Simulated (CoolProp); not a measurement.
A Linde-Hampson liquefier for dry air: isothermal reversible compression at 290 K from 1 atm to 25 MPa, throttling to 1 atm, return gas leaving the recuperator 5 K below the feed. Each further row changes one setting.

Values from CoolProp's reference Helmholtz-energy equation of state, Lemmon 2000. It is a pseudo-pure fit of the blend.

| case | liquid yield per pass | compression work (kJ/kg of gas) |
|---|---|---|
| as stated | … | 457 |
| high pressure 50 MPa | 0.104 | 524 |
| warm-end temperature 320 K | … | … |
| warm-end gap 10 K | 0.079 | 457 |

Problem. What belongs in the gaps?

Solution. 
- as stated, liquid yield per pass: 0.090
- warm-end temperature 320 K, liquid yield per pass: 0.064
- warm-end temperature 320 K, compression work (kJ/kg of gas): 508
